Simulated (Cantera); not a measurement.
# Diamond growth

A diamond (100) surface in a fixed gas of H2 with x(CH4) = 0.0035, x(H) = 0.0016, x(CH3) = 5e-05, at 1400 K; coverages are run to steady state.

Detailed kinetics in Cantera: the Harris–Goodwin 1993 mechanism for the reconstructed diamond (100) surface.

| P (Pa) | growth (µm/h) | θ c6HH | θ c6H* | θ c6*H | θ c6** | θ c6HM |
|---|---|---|---|---|---|---|
| 1500 | 0.0317 | 0.379 | 0.0571 | 0.523 | 0.0413 | 3.85e-6 |
| 2300 | 0.0658 | 0.379 | 0.0571 | 0.522 | 0.0413 | 6.12e-6 |
| 3600 | 0.136 | 0.379 | 0.0571 | 0.522 | 0.0412 | 1.00e-5 |
| 5600 | 0.265 | 0.379 | 0.0571 | 0.522 | 0.0412 | 1.62e-5 |
| 8800 | 0.505 | 0.379 | 0.0571 | 0.522 | 0.0411 | 2.65e-5 |
| 14000 | 0.945 | 0.379 | 0.0571 | 0.522 | 0.0411 | 4.33e-5 |
| 22000 | 1.70 | 0.379 | 0.0571 | 0.522 | 0.0411 | 6.93e-5 |
| 34000 | 2.98 | 0.379 | 0.0571 | 0.522 | 0.0411 | 0.000108 |
θ: site fractions in the mechanism's names (c6HH fully hydrogenated, c6H* and c6*H radical sites, c6** diradical, c6HM methylated).
